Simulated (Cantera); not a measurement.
A closed system holds: 1 mol Ti, 11 mol CO2, 2.1 mol CO, at 0.133 bar.

Method: chemical equilibrium by Gibbs-energy minimisation in Cantera with the NASA 1993 tables (ideal gas, pure condensed phases). Candidate condensed phases: C, Ti, TiC, TiO, TiO2, Ti2O3, Ti3O5, Ti4O7; 15 gas species. Kinetics and transport are ignored.

log p: log10 of the partial pressure in bar; n: condensed amount in mol.

| T (°C) | log p CO2 | log p CO | log p O2 | log p O | n C(graphite) | n TiO2(rutile) |
|---|---|---|---|---|---|---|
| 327 | -0.88 | -3.32 | <-12 | <-12 | 2.03 | 1.00 |
| 527 | -0.99 | -1.49 | <-12 | <-12 | 0.542 | 1.00 |
| 727 | -1.04 | -1.38 | <-12 | <-12 | 0 | 1.00 |
| 927 | -1.04 | -1.38 | <-12 | <-12 | 0 | 1.00 |
| 1127 | -1.04 | -1.38 | ___ | -11.69 | 0 | 1.00 |
| 1327 | -1.04 | -1.38 | ___ | -9.20 | 0 | 1.00 |
| 1527 | -1.04 | -1.38 | ___ | -7.26 | 0 | 1.00 |
| 1727 | -1.04 | -1.38 | ___ | -5.71 | 0 | 1.000 |

Question: What belongs in the gaps?

Answer: 
- 1127, log p O2: -11.33
- 1327, log p O2: -8.72
- 1527, log p O2: -6.69
- 1727, log p O2: -5.07
